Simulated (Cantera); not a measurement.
An isothermal, constant-pressure homogeneous reactor starts with CH4 : H2 = 1 : 1.4 (molar parts), at 1800 K and 0.987 atm.

Detailed kinetics in Cantera: GRI-Mech 3.0 (53 species, 325 reactions). GRI-Mech 3.0 stops at C3 and has no aromatics, soot or wall deposition, so with more carbon than oxygen in the feed, carbon stays in small species such as C2H2 where larger ones or solid carbon would form.

One state of this run: x CH4 = 0.220; x H2 = 0.709; x C2H = 1.96e-7; x C2H2 = 0.0652; x C2H6 = 0.000260; x C2H4 = 0.00416; x CH3 = 0.00151. x: mole fraction; the columns are a selection and need not sum to one.

Q: Which value of t (s) does it belong to?
A) 0.00280
B) 0.0856
C) 0.473
D) 0.000507

A: A, 0.00280
